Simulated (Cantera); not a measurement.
A freely propagating, adiabatic, planar premixed flame of H₂ : O₂ : N₂ = 1 : 0.532 : 1.49 (molar parts), equivalence ratio 0.94, unburnt at 675 K and 3.80 bar; mixture-averaged transport, grid criteria slope 0.08 and curve 0.16, no radiation.

Model: the H2/O2 subset of GRI-Mech 3.0, which has no nitrogen chemistry, integrated in Cantera. The hydrogen kinetics of GRI-Mech 3.0 are dated; newer H2 mechanisms differ, most at raised pressure. Burning velocities carry a grid error of a few per cent, more on coarse grids.

How do the results move with these cheaper or finer settings: unity-Lewis-number transport; multicomponent transport; multicomponent+Soret transport; grid criteria slope 0.5, curve 1; grid criteria slope 0.25, curve 0.5; grid criteria slope 0.03, curve 0.06?


```tsv
setting	laminar burning velocity	thermal thickness	peak x(H₂O₂)	peak x(OH)	grid points
as above	1150 cm/s	0.0797 mm	4.36e-5	0.0289	126
unity-Lewis-number transport	829 cm/s	0.0631 mm	2.53e-5	0.0291	120
multicomponent transport	1130 cm/s	0.0793 mm	4.35e-5	0.0288	126
multicomponent+Soret transport	1070 cm/s	0.0780 mm	4.58e-5	0.0288	127
grid criteria slope 0.5, curve 1	1380 cm/s	0.101 mm	3.67e-5	0.0292	43
grid criteria slope 0.25, curve 0.5	1240 cm/s	0.0878 mm	3.91e-5	0.0292	61
grid criteria slope 0.03, curve 0.06	1140 cm/s	0.0780 mm	4.44e-5	0.0288	265
```
Unity Lewis numbers drop preferential diffusion, which matters most where H2 and H carry the flame; Soret adds thermal diffusion.
